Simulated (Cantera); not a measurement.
Input: 1 mol BN, 15 mol F2, 1.2 mol H2, held at 1425 K and 17.0 Pa.

These are equilibrium values from Cantera (NASA tables, ideal gas, pure condensed phases), not measurements of a reactor. Candidate condensed phases: B, BN; 31 gas species. The numbers say what is thermodynamically allowed, not how fast it happens.

Base state: F 0.863, HF 0.0842, BF3 0.0351, N2 0.0175, F2 3.45e-5 (mole fractions); condensed: gas only.

**Question.** What changes in the equilibrium state with this change: F2 from 15 to 2.9 mol?

**Answer.** 
```json
[
 {"species": "HF", "before": "0.0842", "after": "0.558"},
 {"species": "BF3", "before": "0.0351", "after": "0.233"},
 {"species": "N2", "before": "0.0175", "after": "0.116"},
 {"species": "F", "before": "0.863", "after": "0.0930"},
 {"species": "F2", "before": "3.45e-5", "after": "4.00e-7"}
]
```
